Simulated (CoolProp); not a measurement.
Values from CoolProp's reference Helmholtz-energy equation of state, Tillner-Roth 1997.

For CH2F2 (R32), give the phase and the density (kg/m³), speed of sound (m/s), expansivity (1/kK), conductivity (mW/(m K)) at 360.9 K and 70.9 bar; 379.4 K and 70.9 bar.


- 360.9 K and 70.9 bar: supercritical; density 459, speed of sound 171, expansivity 97.0, conductivity 78.1
- 379.4 K and 70.9 bar: supercritical; density 214, speed of sound 200, expansivity 16.8, conductivity 41.7

Thermal conductivity comes from a separate model (Huber 2003), an estimate that may be off by 10 % or more.
